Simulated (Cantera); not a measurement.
Charge: 1 mol SiH₄, 0.13 mol N₂O, held at 99.0 mbar.

Equilibrium computed with Cantera from the NASA thermochemical tables; the gas is ideal and each condensed phase is pure. Candidate condensed phases: H₂O, Si, SiO₂, Si₂N₂O, Si₃N₄; 35 gas species. Mutual solubility and eutectic melting of coexisting phases are not modelled. Gases not in the tables: Si₂H₆ and higher silanes. Equilibrium is a limit: real reactors are often held back by kinetics, nucleation or transport. All values below are at 1850 K.

Base state: H₂ 0.923, N₂ 0.0374, SiO 0.0374, H 0.00165, Si 6.51e-5, SiH₂ 3.89e-5, SiH 1.95e-5 (mole fractions); condensed: Si(l) + Si₂N₂O(s).

### Question
What changes in the equilibrium state with this change: 0.16 mol Cl₂ added?

### Answer
```
species         before     after
--------------  ------  --------
H₂               0.923     0.813
HCl                  0    0.0847
N₂              0.0374    0.0374
SiCl₂                0    0.0255
SiO             0.0374    0.0374
SiCl₃                0  0.000307
SiCl                 0  0.000125
Cl                   0  0.000122
SiHCl₃               0   1.48e-5
Si(l), mol       0.821     0.767
Si₂N₂O(s), mol  0.0490    0.0425
```
The tables' values for SiCl₃, SiCl are old estimates; treat these amounts as uncertain. Further candidate phases: NH₄Cl.

### Question
What changes in the equilibrium state with this change: N₂O from 0.13 to 12 mol?

### Answer
```
species                before    after
--------------------  -------  -------
N₂                     0.0374    0.664
O₂                      <1e-9    0.219
H₂O                   3.61e-6    0.110
H₂                      0.923  6.33e-5
SiO                    0.0374  3.29e-8
NO                      <1e-9  0.00460
OH                      <1e-9  0.00175
Si(l), mol              0.821        0
Si₂N₂O(s), mol         0.0490        0
SiO₂(condensed), mol        0    1.000
```
The tables hold silica as quartz up to 1696 K and as liquid above; real silica turns to tridymite and cristobalite and melts near 1996 K. Gases not in the tables: Si(OH)₄.
